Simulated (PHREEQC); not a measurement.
A solution holds 0.078 mol/kgw HF, 9e-05 mol/kgw (NH4)2SiF6 and 0.0011 mol/kgw H3PO4, at 25 °C. Closed to the air; pH follows from the charge balance.

Computed with PHREEQC (ion-association model, phreeqc.dat).

Precipitation was switched off in this run.

Question: Order these F species by the share of F that they hold, largest first: F-, SiF6-2, HF, HF2-.

Answer: HF (87 %), F- (8.1 %), HF2- (4.3 %), SiF6-2 (0.69 %)

The pH is 2.10 and the ionic strength 0.00887 mol/kgw. Complexes and solids missing from the database can't appear. SiF6-2 is the database's only silicon fluoride.
